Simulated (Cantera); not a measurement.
A closed system holds: 1 mol TiO2, a varied amount of H2, equilibrated at 1650 K and 41.0 Pa.

Equilibrium computed with Cantera from the NASA thermochemical tables; the gas is ideal and each condensed phase is pure. Candidate condensed phases: H2O, Ti, TiO, TiO2, Ti2O3, Ti3O5, Ti4O7; 12 gas species. Mutual solubility and eutectic melting of coexisting phases are not modelled. Kinetics and transport are ignored.

x: gas mole fraction; n: condensed amount in mol.

| n(H2) (mol) | x H2 | x H2O | x H | x OH | x TiO | x TiO2 | x O | n Ti3O5(s) | n Ti2O3(s) |
|---|---|---|---|---|---|---|---|---|---|
| 44 | 0.988 | 0.00756 | 0.00446 | 1.54e-6 | 5.90e-8 | 1.33e-7 | 5.67e-9 | 0.333 | 0 |
| 62 | 0.990 | 0.00536 | 0.00446 | 1.09e-6 | 7.43e-8 | 1.19e-7 | 4.02e-9 | 0.333 | 0 |
| 88 | 0.992 | ___ | 0.00447 | ___ | ___ | ___ | ___ | 0.333 | 0 |
| 120 | 0.993 | ___ | 0.00447 | ___ | ___ | ___ | ___ | 0.333 | 0 |
| 170 | 0.994 | 0.00196 | 0.00447 | 3.98e-7 | 1.46e-7 | 8.49e-8 | 1.46e-9 | 0.333 | 0 |
| 250 | 0.994 | 0.00133 | 0.00447 | 2.70e-7 | 1.89e-7 | 7.46e-8 | 9.92e-10 | 0.333 | 0 |
| 350 | 0.995 | 0.000950 | 0.00447 | 1.93e-7 | 2.36e-7 | 6.67e-8 | 7.08e-10 | 0.333 | 0 |
| 490 | 0.995 | 0.000797 | 0.00447 | 1.62e-7 | 2.66e-7 | 6.29e-8 | 5.94e-10 | 0.217 | 0.174 |
| 690 | 0.995 | 0.000723 | 0.00447 | 1.47e-7 | 2.79e-7 | 5.99e-8 | 5.39e-10 | 0 | 0.500 |
| 970 | 0.995 | 0.000514 | 0.00448 | 1.05e-7 | 3.31e-7 | 5.05e-8 | 3.83e-10 | 0 | 0.500 |
| 1400 | 0.995 | 0.000356 | 0.00448 | 7.24e-8 | 3.97e-7 | 4.21e-8 | 2.66e-10 | 0 | 0.500 |

Task: Some entries are withheld; supply them.

Result: 
- 88, x H2O: 0.00378
- 88, x OH: 7.69e-7
- 88, x TiO: 9.39e-8
- 88, x TiO2: 1.06e-7
- 88, x O: 2.82e-9
- 120, x H2O: 0.00277
- 120, x OH: 5.64e-7
- 120, x TiO: 1.16e-7
- 120, x TiO2: 9.54e-8
- 120, x O: 2.07e-9
